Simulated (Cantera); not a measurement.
Cantera with NASA thermochemical tables; ideal gases at 1 bar, condensed phases pure. Values are per mole of reaction as written; species without (g) are pure solids or liquids, kept so even where they would boil at 1 bar.

Fe(OH)₃ = Fe(OH)₂ + OH(g)

| T (K) | ΔH° (kJ) | ΔS° (J/K) | ΔG° (kJ) | log10 K |
|---|---|---|---|---|
| 698 | 301.0 | 175.4 | 178.6 | -13.37 |
| 723 | 301.0 | 175.2 | 174.3 | -12.59 |
| 748 | 300.8 | 175.1 | 169.9 | -11.86 |
| 773 | [?] | [?] | [?] | [?] |
| 798 | 300.6 | 174.7 | 161.1 | -10.55 |
| 823 | 300.4 | 174.5 | 156.8 | -9.95 |
| 848 | 300.3 | 174.3 | 152.4 | -9.39 |
| 873 | 300.1 | 174.1 | 148.1 | -8.86 |
| 898 | [?] | [?] | [?] | [?] |
| 923 | [?] | [?] | [?] | [?] |
| 948 | 299.4 | 173.4 | 135.0 | -7.44 |

Q: Some entries are withheld; supply them.

A: 
- 773, ΔH° (kJ): 300.7
- 773, ΔS° (J/K): 174.9
- 773, ΔG° (kJ): 165.5
- 773, log10 K: -11.18
- 898, ΔH° (kJ): 299.9
- 898, ΔS° (J/K): 173.9
- 898, ΔG° (kJ): 143.7
- 898, log10 K: -8.36
- 923, ΔH° (kJ): 299.7
- 923, ΔS° (J/K): 173.7
- 923, ΔG° (kJ): 139.4
- 923, log10 K: -7.89
